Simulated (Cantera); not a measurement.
## Thermodynamics of aluminium nitride and oxide growth, feed Al(CH3)3 + O2 + H2

Input: 1 mol Al(CH3)3, 9.9 mol O2, 8.2 mol H2, at 26000 Pa.

Cantera equilibrium calculation (NASA polynomials, part measured and part estimated; ideal gas, pure solids and liquids). Candidate condensed phases: Al, Al2O3, C, C6H6, C7H8, C8H18, H2O; 121 gas species. The feed counts by its element totals alone. Gases not in the tables: Al(OH)3. Kinetics and transport are ignored.

```
T (K)  x H2O  x CO2    x H2      x CO      x OH      x O2       x H       x O  n Al2O3(s)
-----  -----  -----  ------  --------  --------  --------  --------  --------  ----------
723    0.784  0.190  0.0247  0.000782    <1e-12    <1e-12    <1e-12    <1e-12       0.500
873    0.786  0.189  0.0234   0.00211    <1e-12    <1e-12  1.40e-11    <1e-12       0.500
1023   0.787  0.187  0.0216   0.00392  1.15e-10    <1e-12   1.19e-9    <1e-12       0.500
1173   0.789  0.185  0.0196   0.00586   8.98e-9    <1e-12   3.24e-8    <1e-12       0.500
1323   0.791  0.183  0.0178   0.00766   2.67e-7  1.27e-10   4.15e-7  5.89e-12       0.500
1473   0.793  0.182  0.0163   0.00923   4.01e-6   1.57e-8   3.16e-6  6.86e-10       0.500
1623   0.794  0.181  0.0149    0.0105   3.69e-5   8.14e-7   1.66e-5   3.37e-8       0.500
1773   0.795  0.179  0.0139    0.0117  0.000233   2.18e-5   6.58e-5   8.60e-7       0.500
1923   0.794  0.178  0.0135    0.0130   0.00109  0.000329  0.000215   1.29e-5       0.500
```
x: gas mole fraction; n: condensed amount in mol.

From 723 K to 1923 K the condensed part is Al2O3(s).
